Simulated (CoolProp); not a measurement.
1000 sccm (0 °C, 1 atm) of nitrogen bubbles through liquid water at 312.5 K and leaves saturated at a total pressure of 0.0382 MPa (ideal gas phase). Each further row changes one setting.

Computed with CoolProp (reference Helmholtz-energy equation of state, Wagner 2002).

| case | vapour pressure (kPa) | mole fraction of vapour | delivery (mg/min) | delivery (sccm) | change of delivery for a bath 1 K warmer (%) |
|---|---|---|---|---|---|
| as stated | 7.13 | 0.187 | 185 | 230 | 6.8 |
| bath temperature 317.5 K | 9.28 | 0.243 | 258 | 321 | 7.1 |
| total pressure 0.0764 MPa | 7.13 | 0.0934 | 82.8 | 103 | 6.1 |
